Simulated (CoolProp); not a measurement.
Vapour-liquid equilibrium of R134a (1) + R245fa (2) at 67.55 °C; x and y are mole fractions of (1).

Model: multi-fluid Helmholtz-energy mixture model, Tillner-Roth 1994 and Akasaka 2015; pair parameters Akasaka 2014, in CoolProp.

### Question
Give the bubble pressure and the first vapour's composition at x = 0.2, 0.5, 0.8. Is there an azeotrope?

### Answer
x = 0.2: 822.8 kPa, y = 0.404; x = 0.5: 1220 kPa, y = 0.715; x = 0.8: 1664 kPa, y = 0.903. No azeotrope shows between x = 0.05 and 0.95.

Pair parameters are fitted to limited data, so mixtures are less certain than the pure fluids.
